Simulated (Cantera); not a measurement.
Input (Python, Cantera) and output of one run.

```python
import numpy as np
import cantera as ct

gas_names = """
    CL CLO CL2 Fe FeCL FeCL2 FeCL3 FeO Fe(OH)2 Fe2CL4 Fe2CL6 H HCL HOCL HO2 H2 H2O H2O2 O OH O2 O3
""".split()
cond_names = """
    Fe(a) Fe(c) Fe(d) Fe(L) FeCL2(s) FeCL2(L) FeCL3(s) FeCL3(L) FeO(s) FeO(L) Fe(OH)2(s) Fe(OH)3(s)
    Fe2O3(s) Fe3O4(s) H2O(s) H2O(L)
""".split()


# ... load() reads the species with a 1 bar reference pressure and builds the phases ...
atoms = {
    'Fe2O3': {'Fe': 2, 'O': 3},
    'H2O': {'H': 2, 'O': 1},
    'HCl': {'H': 1, 'CL': 1},
}
top_T = {'Fe2O3(s)': 1830, 'Fe3O4(s)': 1870}  # K; cautious upper limits of use, not melting points


# ... equilibrate(T, P, feed) seeds the gas with the atoms and calls Mixture.equilibrate('TP', solver="vcs", rtol=1e-11, max_steps=5000) ...
results = []
feed = {'Fe2O3': 1, 'H2O': 0.31, 'HCl': 0.071}  # mol
P = 3300  # Pa
for T in [1025, 1075, 1125, 1175, 1225, 1275, 1325, 1375, 1425, 1475, 1525, 1575]:
    mix = equilibrate(T, P, feed)
    results.append((T, P, feed, dict(zip(mix.species_names, mix.species_moles))))

top = {s: max(r[3][s] / sum(r[3][g] for g in gas_names) for r in results) for s in gas_names}
cols = sorted((s for s in top if top[s] > 1e-06), key=lambda s: -top[s])[:5]
seen = [c for c in cond_names if any(r[3].get(c, 0) > 1e-12 for r in results)]
print("log10 of partial pressures in bar; condensed amounts in mol")
print(f"{'T/K':>10s}" + "".join(f"{s[:9]:>10s}" for s in cols + seen))
for T, P, feed, n in results:
    ng = sum(n[g] for g in gas_names)
    print(f"{T:10.4g}" + "".join(f"{np.log10(max(n[s] / ng * P / 1e5, 1e-99)):10.3f}" for s in cols)
          + "".join(f"{n.get(c, 0):10.4g}" for c in seen))
```

It prints:

```
log10 of partial pressures in bar; condensed amounts in mol
       T/K       H2O        O2       HCL        CL     FeCL2  Fe2O3(s)  Fe3O4(s)
      1025    -1.571    -7.142    -2.211    -6.736    -6.184         1         0
      1075    -1.571    -6.672    -2.211    -6.394    -5.839         1         0
      1125    -1.571    -6.285    -2.212    -6.092    -5.517         1         0
      1175    -1.571    -5.950    -2.212    -5.821    -5.221         1         0
      1225    -1.571    -5.654    -2.213    -5.575    -4.948    0.9999         0
      1275    -1.571    -5.151    -2.214    -5.291    -4.757    0.9996 0.0001802
      1325    -1.571    -4.426    -2.216    -4.964    -4.648    0.9975  0.001607
      1375    -1.573    -3.755    -2.219    -4.661    -4.550    0.9876  0.008131
      1425    -1.580    -3.131    -2.230    -4.384    -4.469    0.9471   0.03513
      1475    -1.609    -2.551    -2.263    -4.139    -4.419    0.7854    0.1429
      1525    -1.723    -2.009    -2.384    -3.957    -4.468   0.02882    0.6473
      1575    -1.727    -2.000    -2.394    -3.858    -4.326         0    0.6664
```

Equilibrium computed with Cantera from the NASA thermochemical tables; the gas is ideal and each condensed phase is pure. Mutual solubility and eutectic melting of coexisting phases are not modelled.
